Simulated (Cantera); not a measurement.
A closed system holds: 1 mol CH3SiCl3, 0.25 mol HCl, 61 mol H2, held at 1277 °C.

Method: chemical equilibrium by Gibbs-energy minimisation in Cantera with the NASA 1993 tables (ideal gas, pure condensed phases). Candidate condensed phases: C, C6H6, C7H8, C8H18, Si, SiC; 109 gas species. The feed counts by its element totals alone. The tables' values for SiCl3 are old estimates; treat these amounts as uncertain. Equilibrium is a limit: real reactors are often held back by kinetics, nucleation or transport.

x: gas mole fraction; n: condensed amount in mol.

```tsv
P (Pa)	x H2	x HCl	x H	x CH4	x SiCl2	x Cl	n C(graphite)	n SiC(s)
100	0.949	0.0504	0.000970	1.83e-6	7.84e-5	4.11e-5	0.00302	0.995
220	0.949	0.0504	0.000654	4.03e-6	7.85e-5	2.77e-5	0.00287	0.995
460	0.949	0.0504	0.000452	8.42e-6	7.85e-5	1.92e-5	0.00259	0.995
1000	0.949	0.0504	0.000307	1.83e-5	7.85e-5	1.30e-5	0.00196	0.995
2200	0.949	0.0504	(withheld)	(withheld)	7.85e-5	(withheld)	(withheld)	0.995
4600	0.949	0.0504	0.000143	7.19e-5	9.20e-5	6.06e-6	0	0.994
10000	0.949	0.0503	(withheld)	(withheld)	(withheld)	(withheld)	0	0.992
22000	0.949	0.0502	6.54e-5	0.000180	0.000175	2.76e-6	0	0.988
46000	0.949	0.0500	4.52e-5	0.000268	0.000244	1.90e-6	0	0.983
100000	0.949	0.0497	3.07e-5	0.000409	0.000343	1.28e-6	0	0.974
```

**Question.** Some entries are withheld; supply them.

**Answer.** 
- 10000, x H: 9.70e-5
- 10000, x CH4: 0.000116
- 10000, x SiCl2: 0.000124
- 10000, x Cl: 4.11e-6
- 2200, x H: 0.000207
- 2200, x CH4: 4.03e-5
- 2200, x Cl: 8.77e-6
- 2200, n C(graphite): 0.000569
